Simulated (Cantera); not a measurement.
Feed: 1 mol SiC, 0.078 mol CO2, 32 mol N2, 0.015 mol N2O, at 2075 K and 7.50 Torr.

These are equilibrium values from Cantera (NASA tables, ideal gas, pure condensed phases), not measurements of a reactor. Candidate condensed phases: C, Si, SiC, SiO2, Si2N2O, Si3N4; 34 gas species. The tables' values for SiN are old estimates; treat these amounts as uncertain. Equilibrium is a limit: real reactors are often held back by kinetics, nucleation or transport.

What is the equilibrium state?


```json
{
 "x(N2)": "0.993",
 "x(CO)": "0.00491",
 "x(Si)": "0.00197",
 "x(SiO)": "0.000394",
 "x(Si2C)": "7.32e-5",
 "x(SiN)": "4.30e-5",
 "x(SiC2)": "1.57e-5",
 "x(Si2N)": "1.02e-5",
 "x(CN)": "5.35e-6",
 "n(SiC(s))": "0.916 mol",
 "gas_amount": "32.25 mol",
 "log10 activity of C(graphite) (absent)": "-0.43",
 "log10 activity of Si(l) (absent)": "-0.71"
}
```
